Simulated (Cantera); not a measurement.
Charge: 1 mol TiO₂, 1.3 mol C, 0.039 mol CO, 0.59 mol CH₄, equilibrated at 100 Torr.

Equilibrium computed with Cantera from the NASA thermochemical tables; the gas is ideal and each condensed phase is pure. Candidate condensed phases: C, C₆H₆, C₇H₈, C₈H₁₈, H₂O, Ti, TiC, TiO, TiO₂, Ti₂O₃, Ti₃O₅, Ti₄O₇; 113 gas species. Mutual solubility and eutectic melting of coexisting phases are not modelled. TiC: taken at fixed stoichiometry. Equilibrium is a limit: real reactors are often held back by kinetics, nucleation or transport. All values below are at 2023 K.

Base state: CO 0.537, H₂ 0.459, H 0.00353, H₂O 0.000177, CO₂ 4.44e-5 (mole fractions); condensed: TiC(s) + Ti₂O₃(s).

### Question
What changes in the equilibrium state with this change: pressure from 100 Torr to 10.0 Torr?

### Answer
```
species          before    after
-------------  --------  -------
CO                0.537    0.554
H₂                0.459    0.435
H               0.00353   0.0108
TiO             7.31e-6  7.73e-5
Ti              4.47e-7  1.43e-5
H₂O            0.000177  5.55e-5
CO₂             4.44e-5  1.51e-5
TiC(s), mol       0.556    0.445
Ti₂O₃(s), mol     0.222        0
TiO(l), mol           0    0.555
```
TiC, TiO: taken at fixed stoichiometry. Condensed phases not in the tables: solid solutions among these carbides, nitrides and lower oxides.
